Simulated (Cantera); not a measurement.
An isothermal, constant-pressure homogeneous reactor starts with 4.55 % NH3, 95.5 % N2, at 1448 K and 113 Torr.

Cantera simulation using the gas-phase N/H chemistry of the illustrative SiF4/NH3 mechanism in the Surface Chemkin manual (1991); the numbers are that mechanism's predictions, not measurements. Walls and surfaces, which speed up NH3 decomposition in real reactors, are not modelled.

x: mole fraction; the columns are a selection and need not sum to one.

| t (s) | x NH3 | x N | x N2H4 | x NH | x H |
|---|---|---|---|---|---|
| 5.00e-6 | 0.0455 | <1e-12 | <1e-12 | <1e-12 | 7.64e-11 |
| 3.24e-5 | 0.0455 | <1e-12 | <1e-12 | <1e-12 | 3.14e-10 |
| 0.000210 | 0.0455 | <1e-12 | <1e-12 | <1e-12 | 4.46e-10 |
| 0.00136 | 0.0455 | <1e-12 | <1e-12 | <1e-12 | 4.46e-10 |
| 0.00879 | 0.0455 | <1e-12 | 3.17e-12 | 4.34e-11 | 4.49e-10 |
| 0.0569 | 0.0455 | <1e-12 | 1.36e-10 | 2.32e-9 | 6.19e-10 |
| 0.368 | 0.0454 | 4.65e-11 | 4.75e-9 | 3.15e-8 | 1.22e-8 |
| 2.39 | 0.0446 | 1.17e-9 | 6.75e-9 | 7.21e-8 | 1.75e-7 |
| 15.4 | ___ | 5.13e-9 | ___ | ___ | ___ |
| 100 | 0.0284 | 5.35e-9 | 1.25e-9 | 5.85e-8 | 2.37e-6 |

Q: Complete the blanks.

A: 
- 15.4, x NH3: 0.0407
- 15.4, x N2H4: 3.49e-9
- 15.4, x NH: 8.71e-8
- 15.4, x H: 7.64e-7
